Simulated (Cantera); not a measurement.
Feed: 1 mol Ca(OH)₂, 0.0082 mol C, 2 mol CO₂, equilibrated at 1 atm.

Equilibrium computed with Cantera from the NASA thermochemical tables; the gas is ideal and each condensed phase is pure. Candidate condensed phases: C, C₆H₆, C₇H₈, C₈H₁₈, Ca, CaCO₃, CaO, Ca(OH)₂, H₂O; 115 gas species. Equilibrium is a limit: real reactors are often held back by kinetics, nucleation or transport. All values below are at 2100 K.

Base state: CO₂ 0.640, H₂O 0.326, CO 0.0207, O₂ 0.00807, OH 0.00260, H₂ 0.00214, H 0.000143, O 0.000124 (mole fractions); condensed: CaO(s).

Question: What changes in the equilibrium state with this change: CO₂ from 2 to 0.1 mol?

Answer: 
```json
[
 {"species": "H₂O", "before": "0.326", "after": "0.885"},
 {"species": "CO₂", "before": "0.640", "after": "0.0908"},
 {"species": "H₂", "before": "0.00214", "after": "0.0128"},
 {"species": "CO", "before": "0.0207", "after": "0.00651"},
 {"species": "Ca(OH)₂", "before": "6.96e-5", "after": "0.000189"},
 {"species": "O₂", "before": "0.00807", "after": "0.00164"},
 {"species": "H", "before": "0.000143", "after": "0.000351"},
 {"species": "O", "before": "0.000124", "after": "5.60e-5"},
 {"species": "OH", "before": "0.00260", "after": "0.00288"},
 {"species": "CaO(s), mol", "before": "1.000", "after": "1.000"}
]
```
